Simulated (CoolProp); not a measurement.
Vapour-liquid equilibrium of carbon dioxide (1) + R124 (2) at 226.1 K; x and y are mole fractions of (1).

The numbers come from the multi-fluid Helmholtz-energy mixture model, Span 1996 and de Vries 1995; pair parameters Bell 2016 in CoolProp.

```csv
x,bubble pressure (kPa),y at the bubble point,dew pressure at overall composition x (kPa),liquid density (mol/L)
0.05,57.78,0.703,18.61,11.90
0.15,130.7,0.878,20.78,12.70
0.25,198.2,0.926,23.51,13.59
0.35,264.3,0.950,27.05,14.59
0.45,331.5,0.965,31.85,15.72
0.55,401.8,0.975,38.72,17.02
0.65,476.4,0.983,49.35,18.50
0.75,555.7,0.989,67.98,20.22
0.85,639.2,0.994,108.9,22.23
0.95,725.1,0.998,265.6,24.62
```

No azeotrope shows between x = 0.05 and 0.95.

Pair parameters are fitted to limited data, so mixtures are less certain than the pure fluids. The gap from Raoult's law changes sign with composition, which may be real or a fault of the pair parameters; it wasn't checked against measurements.
